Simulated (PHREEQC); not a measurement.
# Phosphoric acid bath: speciation

Consider water at 25 °C with 0.083 mol NaH2PO4 and 0.015 mol HCl per kg of water. Closed to the air; pH follows from the charge balance.

The numbers come from PHREEQC with the ion-association model, wateq4f.dat.

No solid was allowed to form.

Question: Estimate the pH, ionic strength.

Answer: pH 2.79; ionic strength 0.0849 mol/kgw.

Question: In which forms is P present?

Answer: H2PO4- 84 %, H3PO4 16 % of the P.

Complexes and solids missing from the database can't appear. H3PO4, which wateq4f.dat lacks, is added to it with the constant of phreeqc.dat.
